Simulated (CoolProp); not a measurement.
Values from CoolProp's reference Helmholtz-energy equation of state, Thol 2016.

Problem. Give the vapour pressure (kPa), vapour density (kg/m³), enthalpy of vaporisation (kJ/kg) of saturated hexamethyldisiloxane (MM) at 214.35 °C.

Solution. 
| T (°C) | p (kPa) | vapour density (kg/m³) | enthalpy of vaporisation (kJ/kg) |
|---|---|---|---|
| 214.35 | 1170 | 75.5 | 106 |
